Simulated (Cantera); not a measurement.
An isothermal, constant-pressure homogeneous reactor starts with NH3 : H2 = 1 : 0.61 (molar parts), at 1650 K and 1.01 bar.

Model: the gas-phase N/H chemistry of the illustrative SiF4/NH3 mechanism in the Surface Chemkin manual (1991), integrated in Cantera. Walls and surfaces, which speed up NH3 decomposition in real reactors, are not modelled.

Task: Predict: x(NH3) at 20.0 s; x(H2) at 20.0 s; x(N) at 20.0 s; x(H) at 20.0 s; x(N2H2) at 20.0 s; x(N2H4) at 20.0 s.

Result: 
```
Quantity                                            Result
-----------------  ---------------------------------------
x(NH3) at 20.0 s    0.0704 (gas-phase equilibrium 1.31e-5)
x(H2) at 20.0 s        0.760 (gas-phase equilibrium 0.808)
x(N) at 20.0 s      3.61e-9 (gas-phase equilibrium <1e-12)
x(H) at 20.0 s     7.08e-5 (gas-phase equilibrium 8.17e-5)
x(N2H2) at 20.0 s   8.47e-9 (gas-phase equilibrium <1e-12)
x(N2H4) at 20.0 s   3.95e-9 (gas-phase equilibrium <1e-12)
```
